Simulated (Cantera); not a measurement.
An isothermal, constant-pressure homogeneous reactor starts with CH4 : CO2 : H2 = 1 : 1.1 : 0.6 (molar parts), at 1425 K and 2.30 bar. Integrator tolerance rtol = 1e-08.

Detailed kinetics in Cantera: GRI-Mech 3.0 (53 species, 325 reactions).

What does this change do: temperature 1425 to 1325 K?


| quantity | before | after |
|---|---|---|
| x(CH4) at 70.0 s | 0.112 (gas-phase equilibrium 0.000255) | 0.202 (gas-phase equilibrium 0.00109) |
| x(CO2) at 70.0 s | 0.0611 (gas-phase equilibrium 0.00572) | 0.145 (gas-phase equilibrium 0.00685) |
| x(H2) at 70.0 s | 0.324 (gas-phase equilibrium 0.537) | 0.171 (gas-phase equilibrium 0.537) |
| x(C2H4) at 70.0 s | 0.00797 (gas-phase equilibrium 1.55e-8) | 0.0236 (gas-phase equilibrium 7.08e-8) |
| x(CO) at 70.0 s | 0.349 (gas-phase equilibrium 0.441) | 0.233 (gas-phase equilibrium 0.440) |
